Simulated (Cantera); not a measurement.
Charge: 1 mol N₂O, 0.018 mol SO₂, 5.1 mol O₂, held at 2425 K and 13.3 mbar.

Method: chemical equilibrium by Gibbs-energy minimisation in Cantera with the NASA 1993 tables (ideal gas, pure condensed phases). Candidate condensed phases: S; 17 gas species. The numbers say what is thermodynamically allowed, not how fast it happens.

Base state: O₂ 0.769, N₂ 0.137, O 0.0752, NO 0.0160, SO₂ 0.00253, SO 8.88e-5 (mole fractions); condensed: gas only.

Problem. What changes in the equilibrium state with this change: temperature from 2425 K to 2573.15 K?

Solution. 
| species | before | after |
|---|---|---|
| O₂ | 0.769 | 0.699 |
| O | 0.0752 | 0.149 |
| N₂ | 0.137 | 0.130 |
| NO | 0.0160 | 0.0193 |
| SO | 8.88e-5 | 0.000201 |
| SO₂ | 0.00253 | 0.00231 |
